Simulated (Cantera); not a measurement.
An isothermal, constant-pressure homogeneous reactor starts with 4.00 % NH3, 96.0 % H2, at 1848 K and 69.0 Torr.

Computed with Cantera and the gas-phase N/H chemistry of the illustrative SiF4/NH3 mechanism in the Surface Chemkin manual (1991). Walls and surfaces, which speed up NH3 decomposition in real reactors, are not modelled.

Question: Predict: x(NH3) at 3.00 s; x(H2) at 3.00 s; x(N2H2) at 3.00 s; x(H) at 3.00 s; x(NH2) at 3.00 s; x(N) at 3.00 s; x(NH) at 3.00 s.

Answer: 
```
Property                                             Result
-----------------  ----------------------------------------
x(NH3) at 3.00 s     0.0147 (gas-phase equilibrium 3.25e-7)
x(H2) at 3.00 s         0.972 (gas-phase equilibrium 0.979)
x(N2H2) at 3.00 s    2.14e-8 (gas-phase equilibrium <1e-12)
x(H) at 3.00 s     0.000888 (gas-phase equilibrium 0.00174)
x(NH2) at 3.00 s    3.67e-5 (gas-phase equilibrium 1.58e-9)
x(N) at 3.00 s     2.32e-7 (gas-phase equilibrium 3.83e-11)
x(NH) at 3.00 s    1.46e-6 (gas-phase equilibrium 1.23e-10)
```
